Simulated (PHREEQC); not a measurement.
Dissolve 0.22 mol HF, 0.00066 mol (CH3)4NF and 0.0051 mol (NH4)2SiF6 per kg of water at 77 °C. Closed to the air; pH follows from the charge balance.

Equilibrium calculation in PHREEQC: ion-association model, phreeqc.dat.

No solid was allowed to form.

**Question.** Order these F species by the share of F that they hold, largest first: F-, SiF6-2, HF, HF2-.

**Answer.** HF (81 %), SiF6-2 (12 %), HF2- (4.3 %), F- (2.5 %)

The pH is 2.02 and the ionic strength 0.0269 mol/kgw. (CH3)4N+ isn't in the database: it is added as a free cation with an ion size of 4 Å. Constants without temperature data keep their 25 °C values here. SiF6-2 is the database's only silicon fluoride.
